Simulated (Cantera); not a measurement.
A Cantera script and what it prints.

```python
import numpy as np
import cantera as ct

gas_names = """
    Fe FeO N NO NO2 NO3 N2 N2O O O2 O3 S SN SO SO2 SO3 S2 S2O S8
""".split()
cond_names = """
    Fe(a) Fe(c) Fe(d) Fe(L) FeO(s) FeO(L) FeS(a) FeS(b) FeS(c) FeS(L) FeSO4(s) FeS2(s) Fe2O3(s)
    Fe2S3O12(s) Fe3O4(s) S(cr1) S(cr2) S(L)
""".split()


def load(file, names, dense=False):
    # The tables refer to 1 bar. Condensed volumes are neglected.
    table = {s.name: s for s in ct.Species.list_from_file(file)}
    out = []
    for n in names:
        d = dict(table[n].input_data)
        d["thermo"] = dict(d["thermo"], **{"reference-pressure": 1e5})
        if dense:
            d["equation-of-state"] = {"model": "constant-volume", "density": "1e6 g/cm^3"}
        out.append(ct.Species.from_dict(d))
    return out


gas = ct.Solution(thermo="ideal-gas", species=load("nasa_gas.yaml", gas_names))
cond = {s.name: ct.Solution(thermo="fixed-stoichiometry", species=[s], name=s.name)
        for s in load("nasa_condensed.yaml", cond_names, dense=True)}
atoms = {
    'FeS': {'Fe': 1, 'S': 1},
    'SO2': {'S': 1, 'O': 2},
    'N2': {'N': 2},
}
top_T = {'FeSO4(s)': 950, 'FeS2(s)': 1010, 'Fe2O3(s)': 1830, 'Fe2S3O12(s)': 1100, 'Fe3O4(s)': 1870}  # K; cautious upper limits of use, not melting points


def equilibrate(T, P, feed):
    n = {}
    for name, mol in feed.items():
        for a, k in atoms[name].items():
            n[a] = n.get(a, 0.0) + k * mol
    gas.TPX = T, P, n
    mass = sum(n.values()) * gas.mean_molecular_weight
    gas.equilibrate("TP")
    valid = [c for c in cond.values() if c.min_temp <= T <= top_T.get(c.name, c.max_temp)]
    mix = ct.Mixture([(gas, mass / gas.mean_molecular_weight)] + [(c, 0.0) for c in valid])
    mix.T, mix.P = T, P
    mix.equilibrate("TP", solver="vcs", rtol=1e-11, max_steps=5000)
    return mix


results = []
T = 925  # K
P = 13332.2  # Pa
for m in [0.12, 0.3, 0.48, 0.65, 0.83, 1, 1.2, 1.4]:
    feed = {'FeS': 1, 'SO2': m, 'N2': 0.86}  # mol
    mix = equilibrate(T, P, feed)
    results.append((T, P, feed, dict(zip(mix.species_names, mix.species_moles))))

top = {s: max(r[3][s] / sum(r[3][g] for g in gas_names) for r in results) for s in gas_names}
cols = sorted((s for s in top if top[s] > 0.001), key=lambda s: -top[s])[:5]
seen = [c for c in cond_names if any(r[3].get(c, 0) > 1e-12 for r in results)]
print("log10 of partial pressures in bar; condensed amounts in mol")
print(f"{'n(SO2)':>10s}" + "".join(f"{s[:9]:>10s}" for s in cols + seen))
for T, P, feed, n in results:
    ng = sum(n[g] for g in gas_names)
    print(f"{feed['SO2']:10.4g}" + "".join(f"{np.log10(max(n[s] / ng * P / 1e5, 1e-99)):10.3f}" for s in cols)
          + "".join(f"{n.get(c, 0):10.4g}" for c in seen))
```

Result:

```
log10 of partial pressures in bar; condensed amounts in mol
    n(SO2)        N2       SO2        S2       S2O    FeS(c)  Fe3O4(s)
      0.12    -0.932    -1.802    -3.218    -4.533    0.9945  0.001845
       0.3    -1.006    -1.475    -2.957    -4.174    0.9879  0.004021
      0.48    -1.069    -1.333    -2.844    -4.018    0.9818  0.006063
      0.65    -1.121    -1.253    -2.780    -3.930    0.9762  0.007941
      0.83    -1.170    -1.196    -2.734    -3.867    0.9703  0.009901
         1    -1.211    -1.157    -2.702    -3.823    0.9648   0.01174
       1.2    -1.256    -1.122    -2.675    -3.785    0.9584   0.01388
       1.4    -1.296    -1.095    -2.653    -3.756    0.9519   0.01602
```

Equilibrium computed with Cantera from the NASA thermochemical tables; the gas is ideal and each condensed phase is pure. FeS: taken at fixed stoichiometry. Gases not in the tables: S3 to S7.
